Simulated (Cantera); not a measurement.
Input (Python, Cantera) and output of one run.

```python
import numpy as np
import cantera as ct

gas_names = [...]  # 118 gases of nasa_gas.yaml made of C, Cl, F, H
cond_names = """
    C(gr) C6H6(L) C7H8(L) C8H18(L),n-octa
""".split()


# ... load() reads the species with a 1 bar reference pressure and builds the phases ...
atoms = {
    'CH3F': {'C': 1, 'H': 3, 'F': 1},
    'HCl': {'H': 1, 'CL': 1},
}
top_T = {'C(gr)': 4500}  # K; cautious upper limits of use, not melting points


# ... equilibrate(T, P, feed) seeds the gas with the atoms and calls Mixture.equilibrate('TP', solver="vcs", rtol=1e-11, max_steps=5000) ...
results = []
feed = {'CH3F': 1, 'HCl': 0.14}  # mol
P = 320  # Pa
for T in [1498, 1648, 1798, 1948, 2098, 2248, 2398]:
    mix = equilibrate(T, P, feed)
    results.append((T, P, feed, dict(zip(mix.species_names, mix.species_moles))))

top = {s: max(r[3][s] / sum(r[3][g] for g in gas_names) for r in results) for s in gas_names}
cols = sorted((s for s in top if top[s] > 0.0001), key=lambda s: -top[s])[:7]
seen = [c for c in cond_names if any(r[3].get(c, 0) > 1e-12 for r in results)]
print("log10 of partial pressures in bar; condensed amounts in mol")
print(f"{'T/K':>10s}" + "".join(f"{s[:9]:>10s}" for s in cols + seen))
for T, P, feed, n in results:
    ng = sum(n[g] for g in gas_names)
    print(f"{T:10.4g}" + "".join(f"{np.log10(max(n[s] / ng * P / 1e5, 1e-99)):10.3f}" for s in cols)
          + "".join(f"{n.get(c, 0):10.4g}" for c in seen))
```

It prints:

```
log10 of partial pressures in bar; condensed amounts in mol
       T/K        HF        H2         H       HCL        CL C2H2,acet         F     C(gr)
      1498    -2.825    -2.825    -6.178    -3.679    -7.125    -7.880   -10.745         1
      1648    -2.826    -2.826    -5.463    -3.680    -6.423    -7.175    -9.602    0.9999
      1798    -2.826    -2.828    -4.867    -3.683    -5.838    -6.591    -8.648    0.9997
      1948    -2.829    -2.834    -4.364    -3.692    -5.347    -6.103    -7.838    0.9989
      2098    -2.834    -2.850    -3.937    -3.713    -4.933    -5.696    -7.142    0.9972
      2248    -2.846    -2.885    -3.576    -3.759    -4.591    -5.365    -6.534    0.9939
      2398    -2.867    -2.953    -3.279    -3.846    -4.319    -5.114    -5.993     0.988
```

These are equilibrium values from Cantera (NASA tables, ideal gas, pure condensed phases), not measurements of a reactor.
